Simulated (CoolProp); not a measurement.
Vapour-liquid equilibrium of dimethyl ether (1) + methanol (2) at 0.389 bar; x and y are mole fractions of (1).

Model: multi-fluid Helmholtz-energy mixture model, Wu 2011 and de Reuck 1993; pair parameters Bell 2016, in CoolProp.

Question: Give the bubble temperature and the first vapour's composition at x = 0.2, 0.65, 0.95. Is there an azeotrope?

Answer: x = 0.2: 246.7 K, y = 0.986; x = 0.65: 233.4 K, y = 0.996; x = 0.95: 229.3 K, y = 0.999. No azeotrope shows between x = 0.05 and 0.95.

Pair parameters are fitted to limited data, so mixtures are less certain than the pure fluids. With so large a gap from Raoult's law the liquid may split in two, which this calculation doesn't test in full.
